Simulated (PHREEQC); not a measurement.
**Nickel, zinc or cadmium bath: speciation**

Solution (35 °C): 0.0015 mol/kgw CdCl2, 0.0005 mol/kgw KCl and 3.5e-05 mol/kgw H2SO4. Closed to the air; pH follows from the charge balance.

Computed with PHREEQC (ion-association model, wateq4f.dat).

Each row changes one thing in this solution. Precipitation was switched off in this run.

```json
[
 {"case": "as made", "pH": "4.18", "ionic strength (mol/kgw)": "0.00450", "Cl- (mol/kgw)": "0.00321", "SO4-2 (mol/kgw)": "2.88e-5", "HSO4- (mol/kgw)": "1.85e-7"},
 {"case": "KCl left out", "pH": "4.18", "ionic strength (mol/kgw)": "0.00407", "Cl- (mol/kgw)": "0.00274", "SO4-2 (mol/kgw)": "2.86e-5", "HSO4- (mol/kgw)": "1.86e-7"},
 {"case": "0.00014 mol/kgw Na2CO3 added", "pH": "8.34", "ionic strength (mol/kgw)": "0.00458", "Cl- (mol/kgw)": "0.00320", "SO4-2 (mol/kgw)": "2.92e-5", "HSO4- (mol/kgw)": "1.30e-11"},
 {"case": "CdCl2 left out", "pH": "4.17", "ionic strength (mol/kgw)": "0.000604", "Cl- (mol/kgw)": "0.000500", "SO4-2 (mol/kgw)": "3.46e-5", "HSO4- (mol/kgw)": "2.63e-7"},
 {"case": "CdCl2 from 0.0015 to 0.00015 mol/kgw", "pH": "4.17", "ionic strength (mol/kgw)": "0.00103", "Cl- (mol/kgw)": "0.000791", "SO4-2 (mol/kgw)": "3.36e-5", "HSO4- (mol/kgw)": "2.47e-7"},
 {"case": "temperature from 35 to 55 °C", "pH": "4.19", "ionic strength (mol/kgw)": "0.00448", "Cl- (mol/kgw)": "0.00320", "SO4-2 (mol/kgw)": "2.83e-5", "HSO4- (mol/kgw)": "2.95e-7"},
 {"case": "KCl replaced by FeCl2 at the same molality", "pH": "4.19", "ionic strength (mol/kgw)": "0.00544", "Cl- (mol/kgw)": "0.00368", "SO4-2 (mol/kgw)": "2.79e-5", "HSO4- (mol/kgw)": "1.75e-7"},
 {"case": "KCl from 0.0005 to 0.00075 mol/kgw", "pH": "4.19", "ionic strength (mol/kgw)": "0.00472", "Cl- (mol/kgw)": "0.00344", "SO4-2 (mol/kgw)": "2.89e-5", "HSO4- (mol/kgw)": "1.84e-7"}
]
```

Some of these states are supersaturated (in Otavite, for instance). Away from 25 °C the constants follow the database's enthalpies or fits; those with neither stay at their 25 °C values.
